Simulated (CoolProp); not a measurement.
Values from CoolProp's reference Helmholtz-energy equation of state, Lemmon 2006. It is a short technical equation, of lower accuracy than the large ones.

Problem. For n-nonane, give the phase and the conductivity (mW/(m K)), Prandtl number at 111.85 °C and 1.01 bar; 254.15 °C and 1.01 bar.

Solution. 
- 111.85 °C and 1.01 bar: liquid; conductivity 105, Prandtl number 6.82
- 254.15 °C and 1.01 bar: gas; conductivity 32.4, Prandtl number 0.764

Viscosity comes from a separate model (Huber 2004). Thermal conductivity comes from a separate model (Huber 2005).
